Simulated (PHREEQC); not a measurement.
1.3 g of hydrous ferric oxide (600 m²/g; 0.2 weak and 0.005 strong sites per Fe, Dzombak-Morel constants, diffuse double layer) in 1 kg of water with 0.05 mol/kgw of an inert sodium salt, at 25 °C; the pH is set by adding NaOH or the inert anion's acid. Oxygen alone is held at its pressure in air (log pO2 = -0.68). The system is closed to CO2. No solid was allowed to form.

Base run: PHREEQC, ion-association model, wateq4f.dat. Each further column changes one thing. The table gives surface charge σ (C/m²).

| pH | base | background salt from 0.05 to 0.005 mol/kgw | oxide from 1.3 to 6.5 g/kgw | 0.0016 mol/kgw CuCl2 added |
|---|---|---|---|---|
| 4 | 0.295 | 0.189 | 0.299 | 0.300 |
| 4.75 | 0.210 | 0.112 | 0.213 | 0.229 |
| 5.88 | 0.098 | 0.043 | 0.099 | 0.178 |
| 6.62 | 0.051 | 0.020 | 0.052 | 0.140 |
| 7.38 | 0.021 | 0.007 | 0.021 | 0.094 |
| 8.12 | 0.000 | 0.000 | 0.000 | 0.057 |
| 9.25 | -0.035 | -0.013 | -0.036 | 0.015 |
| 10 | -0.074 | -0.031 | -0.075 | -0.006 |

 In at least one series the solution becomes supersaturated in solids that the run did not let form, among them Cu(OH)2, Atacamite. The database's constant for dissolved Cu(OH)2 is higher than later reviews accept.
